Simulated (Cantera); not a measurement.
Cantera run:

```python
import numpy as np
import cantera as ct

gas_names = """
    C CH CH2 CH3 CH2OH CH3O CH4 CH3OH CO CO2 COOH C2 C2H CHCO,ketyl C2H2,acetylene C2H2,vinylidene
    CH2CO,ketene C2H3,vinyl CH3CO,acetyl C2H4 C2H4O,ethylen CH3CHO,ethanal CH3COOH (HCOOH)2 C2H5 C2H6
    CH3OCH3 C2H5OH C2O C3 C3H3,propargyl C3H4,allene C3H4,propyne C3H4,cyclo- C3H5,allyl C3H6,propylene
    C3H6,cyclo- C3H6O C3H7,n-propyl C3H7,i-propyl C3H8 C3H8O,1propanol C3H8O,2propanol C3O2 C4 C4H2
    C4H4,1,3-cyclo- C4H6,butadiene C4H6,2-butyne C4H6,cyclo- C4H8,1-butene C4H8,cis2-buten
    C4H8,tr2-butene C4H8,isobutene C4H8,cyclo- (CH3COOH)2 C4H9,n-butyl C4H9,i-butyl C4H9,s-butyl
    C4H9,t-butyl C4H10,isobutane C4H10,n-butane C5 C5H6,1,3cyclo- C5H8,cyclo- C5H10,1-pentene
    C5H10,cyclo- C5H11,pentyl C5H11,t-pentyl C5H12,n-pentane C5H12,i-pentane CH3C(CH3)2CH3 C6H2
    C6H5,phenyl C6H5O,phenoxy C6H6 C6H5OH,phenol C6H10,cyclo- C6H12,1-hexene C6H12,cyclo- C6H13,n-hexyl
    C7H7,benzyl C7H8 C7H8O,cresol C7H14,1-heptene C7H15,n-heptyl C7H16,n-heptane C8H8,styrene
    C8H10,ethylbenz C8H16,1-octene C8H17,n-octyl C8H18,isooctane C8H18,n-octane C9H19,n-nonyl
    C10H8,naphthale C10H21,n-decyl C12H9,o-bipheny C12H10,bipheny H HCO HO2 H2 HCHO,formaldehy HCOOH H2O
    H2O2 O OH O2 O3
""".split()
cond_names = """
    C(gr) C6H6(L) C7H8(L) C8H18(L),n-octa H2O(s) H2O(L)
""".split()


def load(file, names, dense=False):
    # The tables refer to 1 bar. Condensed volumes are neglected.
    table = {s.name: s for s in ct.Species.list_from_file(file)}
    out = []
    for n in names:
        d = dict(table[n].input_data)
        d["thermo"] = dict(d["thermo"], **{"reference-pressure": 1e5})
        if dense:
            d["equation-of-state"] = {"model": "constant-volume", "density": "1e6 g/cm^3"}
        out.append(ct.Species.from_dict(d))
    return out


gas = ct.Solution(thermo="ideal-gas", species=load("nasa_gas.yaml", gas_names))
cond = {s.name: ct.Solution(thermo="fixed-stoichiometry", species=[s], name=s.name)
        for s in load("nasa_condensed.yaml", cond_names, dense=True)}
atoms = {
    'C2H6': {'C': 2, 'H': 6},
    'H2O': {'H': 2, 'O': 1},
    'H2': {'H': 2},
}
top_T = {'C(gr)': 4500}  # K; cautious upper limits of use, not melting points


def equilibrate(T, P, feed):
    n = {}
    for name, mol in feed.items():
        for a, k in atoms[name].items():
            n[a] = n.get(a, 0.0) + k * mol
    gas.TPX = T, P, n
    mass = sum(n.values()) * gas.mean_molecular_weight
    gas.equilibrate("TP")
    valid = [c for c in cond.values() if c.min_temp <= T <= top_T.get(c.name, c.max_temp)]
    mix = ct.Mixture([(gas, mass / gas.mean_molecular_weight)] + [(c, 0.0) for c in valid])
    mix.T, mix.P = T, P
    mix.equilibrate("TP", solver="vcs", rtol=1e-11, max_steps=5000)
    return mix


results = []
feed = {'C2H6': 1, 'H2O': 0.055, 'H2': 0.4}  # mol
T = 2950  # K
for P in [10, 72, 520, 3700, 27000, 190000, 1400000, 10000000]:
    mix = equilibrate(T, P, feed)
    results.append((T, P, feed, dict(zip(mix.species_names, mix.species_moles))))
    x = sorted(zip(gas.X, gas.species_names), reverse=True)
    print(f"T = {T:g} K  P = {P:g} Pa  gas = {mix.phase_moles(0):.4g} mol")
    print("   x: " + "  ".join(f"{s} {v:.3e}" for v, s in x if v > 1e-05))
    print("   condensed (mol): " + ("  ".join(f"{mix.phase(i).name} {mix.phase_moles(i):.4g}"
          for i in range(1, mix.n_phases) if mix.phase_moles(i) > 1e-12) or "none"))
```

It prints:

```
T = 2950 K  P = 10 Pa  gas = 8.092 mol
   x: H 8.455e-01  C 8.804e-02  C3 4.059e-02  C2 1.449e-02  CO 6.797e-03  H2 3.918e-03  C2H 5.757e-04  C5 5.056e-05  C4 3.343e-05  CH 2.691e-05  C2H2,acetylene 1.670e-05
   condensed (mol): none
T = 2950 K  P = 72 Pa  gas = 7.536 mol
   x: H 8.549e-01  C3 6.646e-02  H2 2.884e-02  C 2.783e-02  C2 1.042e-02  CO 7.298e-03  C2H 3.015e-03  C2H2,acetylene 6.366e-04  C5 4.289e-04  C4 1.246e-04  CH 6.193e-05
   condensed (mol): none
T = 2950 K  P = 520 Pa  gas = 6.161 mol
   x: H 7.639e-01  H2 1.663e-01  C3 3.488e-02  CO 8.927e-03  C2H2,acetylene 8.926e-03  C2H 6.550e-03  C 6.008e-03  C2 3.508e-03  C5 5.472e-04  C4H2 1.998e-04  C4 1.019e-04  CH 8.628e-05  C2H2,vinylidene 2.503e-05
   condensed (mol): C(gr) 1.004
T = 2950 K  P = 3700 Pa  gas = 4.675 mol
   x: H 4.815e-01  H2 4.702e-01  C2H2,acetylene 2.524e-02  CO 1.176e-02  C3 4.902e-03  C2H 4.129e-03  C 8.444e-04  C4H2 5.649e-04  C2 4.931e-04  C5 7.691e-05  C2H2,vinylidene 7.076e-05  CH 5.439e-05  CH2 2.613e-05  C4 1.433e-05  C6H2 1.340e-05  CH3 1.107e-05
   condensed (mol): C(gr) 1.579
T = 2950 K  P = 27000 Pa  gas = 3.954 mol
   x: H2 7.225e-01  H 2.210e-01  C2H2,acetylene 3.877e-02  CO 1.391e-02  C2H 1.895e-03  C4H2 8.679e-04  C3 6.718e-04  C 1.157e-04  C2H2,vinylidene 1.087e-04  C2 6.757e-05  CH3 5.695e-05  CH2 4.014e-05  CH 2.496e-05  C6H2 2.059e-05  CH4 1.160e-05  C5 1.054e-05
   condensed (mol): C(gr) 1.598
T = 2950 K  P = 190000 Pa  gas = 3.677 mol
   x: H2 8.469e-01  H 9.018e-02  C2H2,acetylene 4.545e-02  CO 1.496e-02  C4H2 1.017e-03  C2H 7.733e-04  CH3 1.918e-04  C2H2,vinylidene 1.274e-04  CH4 1.122e-04  C3 9.546e-05  CH2 4.705e-05  C3H3,propargyl 2.463e-05  C6H2 2.413e-05  C2H3,vinyl 1.678e-05  C 1.644e-05  C2H4 1.384e-05  CH 1.019e-05
   condensed (mol): C(gr) 1.586
T = 2950 K  P = 1.4e+06 Pa  gas = 3.567 mol
   x: H2 8.988e-01  C2H2,acetylene 4.823e-02  H 3.422e-02  CO 1.542e-02  C4H2 1.080e-03  CH4 9.307e-04  CH3 5.691e-04  C2H 2.935e-04  C2H2,vinylidene 1.352e-04  C2H4 1.148e-04  C3H3,propargyl 7.310e-05  CH2 4.993e-05  C2H3,vinyl 4.979e-05  C6H2 2.561e-05  C3H4,propyne 1.520e-05  C3 1.296e-05
   condensed (mol): C(gr) 1.574
T = 2950 K  P = 1e+07 Pa  gas = 3.502 mol
   x: H2 9.113e-01  C2H2,acetylene 4.891e-02  CO 1.569e-02  H 1.289e-02  CH4 6.835e-03  CH3 1.553e-03  C4H2 1.095e-03  C2H4 8.432e-04  C3H3,propargyl 1.995e-04  C2H2,vinylidene 1.371e-04  C2H3,vinyl 1.359e-04  C3H4,propyne 1.116e-04  C2H 1.106e-04  C3H4,allene 5.122e-05  CH2 5.063e-05  C6H2 2.597e-05  H2O 1.368e-05  C3H5,allyl 1.059e-05
   condensed (mol): C(gr) 1.544
```

Cantera equilibrium calculation (NASA polynomials, part measured and part estimated; ideal gas, pure solids and liquids). The ideal-gas law is rough above about 30 bar.
